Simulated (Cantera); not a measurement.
**Silicon epitaxy and polysilicon growth: SiH₄ + Cl₂ + H₂**

Feed: 1 mol SiH₄, 0.27 mol Cl₂, 21 mol H₂, equilibrated at 0.830 bar.

Method: chemical equilibrium by Gibbs-energy minimisation in Cantera with the NASA 1993 tables (ideal gas, pure condensed phases). Candidate condensed phases: Si; 19 gas species. The tables' values for SiCl₃ are old estimates; treat these amounts as uncertain. Gases not in the tables: Si₂H₆ and higher silanes. The numbers say what is thermodynamically allowed, not how fast it happens.

From 1323 K to 1673 K the condensed part is Si(s). From 1723 K to 1773 K the condensed part is Si(l). The main Si-bearing gas is SiCl₂ throughout.

```json
[
 {"T (K)": "1323", "x H₂": "0.979", "x HCl": "0.0189", "x SiCl₂": "0.000993", "x SiHCl₃": "0.000359", "n Si(s)": "0.958", "n Si(l)": "0"},
 {"T (K)": "1373", "x H₂": "0.979", "x HCl": "0.0196", "x SiCl₂": "0.00112", "x SiHCl₃": "0.000199", "n Si(s)": "0.962", "n Si(l)": "0"},
 {"T (K)": "1423", "x H₂": "0.979", "x HCl": "0.0199", "x SiCl₂": "0.00122", "x SiHCl₃": "0.000109", "n Si(s)": "0.964", "n Si(l)": "0"},
 {"T (K)": "1473", "x H₂": "0.978", "x HCl": "0.0201", "x SiCl₂": "0.00129", "x SiHCl₃": "6.13e-5", "n Si(s)": "0.965", "n Si(l)": "0"},
 {"T (K)": "1523", "x H₂": "0.978", "x HCl": "0.0201", "x SiCl₂": "0.00135", "x SiHCl₃": "3.52e-5", "n Si(s)": "0.965", "n Si(l)": "0"},
 {"T (K)": "1573", "x H₂": "0.978", "x HCl": "0.0201", "x SiCl₂": "0.00140", "x SiHCl₃": "2.08e-5", "n Si(s)": "0.965", "n Si(l)": "0"},
 {"T (K)": "1623", "x H₂": "0.978", "x HCl": "0.0201", "x SiCl₂": "0.00145", "x SiHCl₃": "1.26e-5", "n Si(s)": "0.964", "n Si(l)": "0"},
 {"T (K)": "1673", "x H₂": "0.978", "x HCl": "0.0201", "x SiCl₂": "0.00149", "x SiHCl₃": "7.90e-6", "n Si(s)": "0.964", "n Si(l)": "0"},
 {"T (K)": "1723", "x H₂": "0.978", "x HCl": "0.0202", "x SiCl₂": "0.00144", "x SiHCl₃": "4.85e-6", "n Si(s)": "0", "n Si(l)": "0.965"},
 {"T (K)": "1773", "x H₂": "0.978", "x HCl": "0.0204", "x SiCl₂": "0.00137", "x SiHCl₃": "2.99e-6", "n Si(s)": "0", "n Si(l)": "0.967"}
]
```
x: gas mole fraction; n: condensed amount in mol.
